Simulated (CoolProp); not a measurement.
100 sccm (0 °C, 1 atm) of nitrogen bubbles through liquid m-xylene at 327.7 K and leaves saturated at a total pressure of 0.0623 MPa (ideal gas phase). Each further row changes one setting.

Computed with CoolProp (reference Helmholtz-energy equation of state, Zhou 2012).

```
case                      vapour pressure (kPa)  mole fraction of vapour  delivery (mg/min)  delivery (sccm)  change of delivery for a bath 1 K warmer (%)
------------------------  ---------------------  -----------------------  -----------------  ---------------  --------------------------------------------
as stated                                  5.15                   0.0827               42.7             9.02                                           5.2
bath temperature 332.7 K                   6.47                    0.104               54.8             11.6                                           5.1
total pressure 0.125 MPa                   5.15                   0.0412               20.4             4.30                                           4.9
```
